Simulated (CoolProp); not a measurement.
The fluid at 276.31 K and 2.76 MPa is throttled through a valve to 0.386 MPa with no heat exchange. The same conditions are run with several fluids, on thermodynamics alone (safety and materials aside).

The numbers come from the reference Helmholtz-energy equation of state of each fluid (nitrogen: Span 2000; CF4 (R14): Platzer 1990; fluorine: de Reuck 1990; oxygen: Schmidt 1985; carbon monoxide: Lemmon 2006) in CoolProp. The equations of Platzer and Polt are older, rougher fits.

| fluid | temperature change (K) | final density (kg/m³) |
|---|---|---|
| nitrogen | -5.8 | 4.82 |
| CF4 (R14) | -17.2 | 16.1 |
| fluorine | -5.2 | 6.52 |
| oxygen | -7.3 | 5.55 |
| carbon monoxide | -6.8 | 4.84 |
